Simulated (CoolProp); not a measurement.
Carbon monoxide along the isobar 9.89 MPa: Z from the reference equation and from simpler models built on Tc = 132.9 K, pc = 3.498 MPa, ω = 0.050; each cubic takes its own stable root.

Computed with CoolProp (reference Helmholtz-energy equation of state, Lemmon 2006). It is a short technical equation, of lower accuracy than the large ones.

```json
[
 {"T (K)": "80.7", "phase": "liquid", "reference": "0.5044", "van der Waals": "0.7200", "Redlich-Kwong": "0.5004", "Soave-Redlich-Kwong": "0.5025"},
 {"T (K)": "107.3", "phase": "liquid", "reference": "0.4376", "van der Waals": "0.6038", "Redlich-Kwong": "0.4403", "Soave-Redlich-Kwong": "0.4397"},
 {"T (K)": "133.8", "phase": "supercritical", "reference": "0.4360", "van der Waals": "0.5635", "Redlich-Kwong": "0.4532", "Soave-Redlich-Kwong": "0.4534"},
 {"T (K)": "160.3", "phase": "supercritical", "reference": "0.5525", "van der Waals": "0.5937", "Redlich-Kwong": "0.5744", "Soave-Redlich-Kwong": "0.5896"},
 {"T (K)": "186.9", "phase": "supercritical", "reference": "0.7457", "van der Waals": "0.6988", "Redlich-Kwong": "0.7448", "Soave-Redlich-Kwong": "0.7728"},
 {"T (K)": "213.4", "phase": "supercritical", "reference": "0.8592", "van der Waals": "0.8016", "Redlich-Kwong": "0.8499", "Soave-Redlich-Kwong": "0.8812"},
 {"T (K)": "239.9", "phase": "supercritical", "reference": "0.9242", "van der Waals": "0.8698", "Redlich-Kwong": "0.9114", "Soave-Redlich-Kwong": "0.9435"},
 {"T (K)": "266.5", "phase": "supercritical", "reference": "0.9644", "van der Waals": "0.9145", "Redlich-Kwong": "0.9497", "Soave-Redlich-Kwong": "0.9816"},
 {"T (K)": "293", "phase": "supercritical", "reference": "0.9902", "van der Waals": "0.9447", "Redlich-Kwong": "0.9745", "Soave-Redlich-Kwong": "1.006"},
 {"T (K)": "319.6", "phase": "supercritical", "reference": "1.008", "van der Waals": "0.9660", "Redlich-Kwong": "0.9913", "Soave-Redlich-Kwong": "1.022"},
 {"T (K)": "346.1", "phase": "supercritical", "reference": "1.019", "van der Waals": "0.9813", "Redlich-Kwong": "1.003", "Soave-Redlich-Kwong": "1.032"},
 {"T (K)": "372.6", "phase": "supercritical", "reference": "1.028", "van der Waals": "0.9926", "Redlich-Kwong": "1.011", "Soave-Redlich-Kwong": "1.039"}
]
```
